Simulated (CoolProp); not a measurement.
Values from CoolProp's reference Helmholtz-energy equation of state, Thol 2019.

**Question.** For dodecamethylpentasiloxane (MD3M), give the phase and the Z, speed of sound (m/s), Joule-Thomson coefficient (K/MPa), isothermal compressibility (1/MPa) at 317.6 K and 1210 kPa; 322.7 K and 1210 kPa.

**Answer.** 
- 317.6 K and 1210 kPa: liquid; Z 0.207, speed of sound 892, Joule-Thomson coefficient -0.431, isothermal compressibility 0.00174
- 322.7 K and 1210 kPa: liquid; Z 0.205, speed of sound 877, Joule-Thomson coefficient -0.425, isothermal compressibility 0.00181
